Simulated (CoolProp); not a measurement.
Vapour-liquid equilibrium of p-xylene (1) + n-undecane (2) at 374.1 K; x and y are mole fractions of (1).

Model: multi-fluid Helmholtz-energy mixture model, Zhou 2012 and Aleksandrov 2011; pair parameters Bell 2016, in CoolProp.

```csv
x,"bubble pressure, mixture model (bar)","bubble pressure, Raoult's law (bar)","y, mixture model","y, Raoult's law"
0.05,0.05971,0.06036,0.265,0.274
0.125,0.08030,0.08175,0.495,0.507
0.2,0.1011,0.1031,0.632,0.642
0.275,0.1220,0.1245,0.723,0.732
0.35,0.1431,0.1459,0.788,0.795
0.425,0.1644,0.1673,0.837,0.842
0.5,0.1858,0.1887,0.874,0.878
0.575,0.2073,0.2101,0.904,0.907
0.65,0.2290,0.2315,0.929,0.930
0.725,0.2508,0.2529,0.949,0.950
0.8,0.2727,0.2742,0.966,0.966
0.875,0.2947,0.2956,0.980,0.981
0.95,0.3167,0.3170,0.993,0.993
```

The largest gap from Raoult's law is -2.0 % in bubble pressure, at x = 0.275. No azeotrope shows between x = 0.05 and 0.95.

The pair parameters rest on a limited set of measurements; away from them the model extrapolates.
